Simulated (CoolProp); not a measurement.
R114 along the isotherm 226.85 °C: fugacity coefficient from the reference equation and from simpler models built on Tc = 147.5 °C, pc = 33.52 bar, ω = 0.252; each cubic takes its own stable root.

Computed with CoolProp (reference Helmholtz-energy equation of state, Platzer 1990). This equation is an older, rougher fit; its heat capacities, sound speeds and derivatives of the liquid may be far off and weren't checked against measurements.

| p (bar) | phase | reference |
|---|---|---|
| 18.6 | gas | 0.8996 |
| 37.2 | supercritical | 0.8041 |
| 55.9 | supercritical | 0.7154 |
| 74.5 | supercritical | 0.6393 |
| 93.1 | supercritical | 0.5803 |
| 112 | supercritical | 0.5366 |
| 130 | supercritical | 0.5064 |
| 149 | supercritical | 0.4833 |
| 168 | supercritical | 0.4666 |

**Question.** How far does each simpler model (van der Waals, Redlich-Kwong, Soave-Redlich-Kwong, Peng-Robinson) lie from the reference over these 9 states: mean and median of the absolute difference, and the worst?

**Answer.** 
- van der Waals: mean 3.5 %, median 3.8 %, worst -5.9 % at 226.85 °C and 93.1 bar
- Redlich-Kwong: mean 3.4 %, median 4.1 %, worst -4.3 % at 226.85 °C and 168 bar
- Soave-Redlich-Kwong: mean 3.8 %, median 4.2 %, worst +7.0 % at 226.85 °C and 168 bar
- Peng-Robinson: mean 2.3 %, median 2.4 %, worst -2.7 % at 226.85 °C and 55.9 bar
